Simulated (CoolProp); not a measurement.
Computed with CoolProp (reference Helmholtz-energy equation of state, Lemmon 2013).

### Question
For propylene, give the phase and the speed of sound (m/s) at 410.3 K and 0.373 MPa; 410.3 K and 0.849 MPa.

### Answer
- 410.3 K and 0.373 MPa: gas; speed of sound 296
- 410.3 K and 0.849 MPa: gas; speed of sound 290
